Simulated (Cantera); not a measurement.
Charge: 1 mol Cu₂O, 1.9 mol C, 0.96 mol N₂, at 93.0 mbar.

These are equilibrium values from Cantera (NASA tables, ideal gas, pure condensed phases), not measurements of a reactor. Candidate condensed phases: C, Cu, CuO, Cu₂O; 27 gas species. Rates play no part. All values below are at 1800 K.

Base state: CO 0.507, N₂ 0.487, Cu 0.00582, Cu₂ 1.12e-5 (mole fractions); condensed: C(graphite) + Cu(l).

Problem. What changes in the equilibrium state with this change: C from 1.9 to 0.71 mol?

Solution. 
```json
[
 {"species": "N₂", "before": "0.487", "after": "0.571"},
 {"species": "CO", "before": "0.507", "after": "0.250"},
 {"species": "CO₂", "before": "1.79e-6", "after": "0.173"},
 {"species": "Cu", "before": "0.00582", "after": "0.00582"},
 {"species": "Cu₂", "before": "1.12e-5", "after": "1.12e-5"},
 {"species": "C(graphite), mol", "before": "0.900", "after": "0"},
 {"species": "Cu(l), mol", "before": "1.99", "after": "1.99"}
]
```
